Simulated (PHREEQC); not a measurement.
# Alkaline etch or developer: speciation

Consider water at 20 °C with 0.015 mol NH3 and 0.051 mol Na2CO3 per kg of water. Closed to the air; pH follows from the charge balance.

All values are PHREEQC results (ion-association model, wateq4f.dat), not measurements.

```
Property                  Value
----------------  -------------
pH                        11.34
ionic strength    0.121 mol/kgw
total alkalinity     117 meq/kg
```

```json
[
 {"species": "Na+", "molality": "0.0866", "activity": "0.0669", "log γ": "-0.112"},
 {"species": "CO3-2", "molality": "0.0338", "activity": "0.0124", "log γ": "-0.435"},
 {"species": "NaCO3-", "molality": "0.0154", "activity": "0.0120", "log γ": "-0.109"},
 {"species": "NH3", "molality": "0.0148", "activity": "0.0148", "log γ": "0.000"},
 {"species": "OH-", "molality": "0.00199", "activity": "0.00149", "log γ": "-0.126"},
 {"species": "HCO3-", "molality": "0.00172", "activity": "0.00134", "log γ": "-0.109"},
 {"species": "NH4+", "molality": "0.000219", "activity": "0.000169", "log γ": "-0.112"},
 {"species": "NaHCO3", "molality": "4.91e-5", "activity": "5.05e-5", "log γ": "0.012"},
 {"species": "CO2", "molality": "1.43e-8", "activity": "1.47e-8", "log γ": "0.012"}
]
```

No solid was allowed to form. Complexes and solids missing from the database can't appear. Carbamate, which ammonia and carbonate form, is missing from the database.
